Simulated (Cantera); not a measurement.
Input: 1 mol SiHCl3, 0.019 mol HCl, 61 mol N2, held at 1327 °C and 8.25 Torr.

Equilibrium computed with Cantera from the NASA thermochemical tables; the gas is ideal and each condensed phase is pure. The tables' values for SiCl3 are old estimates; treat these amounts as uncertain. Equilibrium is a limit: real reactors are often held back by kinetics, nucleation or transport.

```json
[
 {"species": "N2", "before": "0.969", "after": "0.948"},
 {"species": "HCl", "before": "0.0145", "after": "0.0342"},
 {"species": "SiCl2", "before": "0.0146", "after": "0.0133"},
 {"species": "SiCl4", "before": "0.000191", "after": "0.000518"},
 {"species": "H2", "before": "0.000818", "after": "0.00152"},
 {"species": "Cl", "before": "0.000208", "after": "0.000360"},
 {"species": "SiCl3", "before": "0.00106", "after": "0.00168"},
 {"species": "H", "before": "1.48e-5", "after": "2.02e-5"}
]
```
Gas species are given as mole fractions.

Q: Name the change that produced these shifts.
A. temperature from 1327 °C to 1202 °C
B. HCl from 0.019 to 1.4 mol
C. temperature from 1327 °C to 1127 °C
D. temperature from 1327 °C to 752 °C

A: B, HCl from 0.019 to 1.4 mol
